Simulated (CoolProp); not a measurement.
Vapour-liquid equilibrium of R134a (1) + R227EA (2) at 326 K; x and y are mole fractions of (1).

Model: multi-fluid Helmholtz-energy mixture model, Tillner-Roth 1994 and Lemmon 2016; pair parameters Bell 2016, in CoolProp.

Question: Give the bubble pressure and the first vapour's composition at x = 0.2, 0.725, 0.875. Is there an azeotrope?

Answer: x = 0.2: 10.89 bar, y = 0.253; x = 0.725: 13.21 bar, y = 0.766; x = 0.875: 13.74 bar, y = 0.894. No azeotrope shows between x = 0.05 and 0.95.

Pair parameters are fitted to limited data, so mixtures are less certain than the pure fluids.
